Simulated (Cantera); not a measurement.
# Transport properties of process gases

Gas mixture: H₂O = 0.63 (molar parts), at 47.0 Pa, frozen composition.

Cantera's kinetic-theory transport with the Lennard-Jones parameters of GRI-Mech 3.0, ideal gas; thermal conductivity in the mixture-averaged form. Polar gases are described roughly by these parameters.

```csv
T (K),ρ (kg/m³),cp (J/kg/K),μ (µPa s),λ (mW/m/K),Pr,D (cm²/s) CH₃,D (cm²/s) CO₂,D (cm²/s) C₂H₂
400,0.000255,1902,14.0,37.0,0.718,884,617,651
550,0.000185,1985,19.6,54.2,0.718,1610,1150,1200
700,0.000145,2082,25.2,73.4,0.716,2510,1830,1890
850,0.000120,2185,30.8,94.5,0.713,3550,2620,2690
1000,0.000102,2292,36.2,117,0.712,4720,3520,3600
1150,8.86e-5,2401,41.5,140,0.713,6020,4530,4610
1300,7.83e-5,2502,46.7,163,0.715,7440,5620,5710
1450,7.02e-5,2596,51.6,187,0.716,8960,6810,6890
```
D: mixture-averaged diffusion coefficient of that species in the mixture.
